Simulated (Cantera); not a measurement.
Input: 1 mol SiH₄, 3.9 mol NH₃, 8.6 mol N₂, held at 1198.15 K and 0.00540 bar.

Equilibrium computed with Cantera from the NASA thermochemical tables; the gas is ideal and each condensed phase is pure. Candidate condensed phases: Si, Si₃N₄; 18 gas species. Equilibrium is a limit: real reactors are often held back by kinetics, nucleation or transport.

Question: What is the equilibrium state?

Answer: 
```json
{
 "x(N₂)": "0.557",
 "x(H₂)": "0.443",
 "x(H)": "1.73e-6",
 "n(Si₃N₄(s))": "0.333 mol",
 "gas_amount": "17.73 mol",
 "log10 activity of Si(s) (absent)": "-3.37"
}
```
